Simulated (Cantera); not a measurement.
Charge: 1 mol SiO2, 0.14 mol Si, a varied amount of H2, 0.88 mol C, equilibrated at 1402 °C and 0.770 bar.

Equilibrium computed with Cantera from the NASA thermochemical tables; the gas is ideal and each condensed phase is pure. Candidate condensed phases: C, C6H6, C7H8, C8H18, H2O, Si, SiC, SiO2; 123 gas species. Mutual solubility and eutectic melting of coexisting phases are not modelled. The tables hold silica as quartz up to 1696 K and as liquid above; real silica turns to tridymite and cristobalite and melts near 1996 K. Rates play no part.

Which condensed phases are stable at each of these points (n(H2) (mol)): 0.77, 0.94, 1.2, 1.4, 1.7, 2.1, 2.6, 3.1, 3.8, 4.7, 5.8?


| n(H2) (mol) | condensed phases | Si condensed (%) |
|---|---|---|
| 0.77 | C(graphite) + SiC(s) + SiO2(β-quartz) | 99.9 |
| 0.94 | SiC(s) + SiO2(β-quartz) | 99.8 |
| 1.2 | SiC(s) + SiO2(β-quartz) | 99.8 |
| 1.4 | SiC(s) + SiO2(β-quartz) | 99.8 |
| 1.7 | SiC(s) + SiO2(β-quartz) | 99.7 |
| 2.1 | SiC(s) + SiO2(β-quartz) | 99.6 |
| 2.6 | SiC(s) + SiO2(β-quartz) | 99.5 |
| 3.1 | SiC(s) + SiO2(β-quartz) | 99.4 |
| 3.8 | SiC(s) + SiO2(β-quartz) | 99.3 |
| 4.7 | SiC(s) + SiO2(β-quartz) | 99.1 |
| 5.8 | SiC(s) + SiO2(β-quartz) | 98.8 |

At 0.77 mol H2 the condensed part is C(graphite) + SiC(s) + SiO2(β-quartz). From 0.94 mol H2 to 5.8 mol H2 the condensed part is SiC(s) + SiO2(β-quartz).
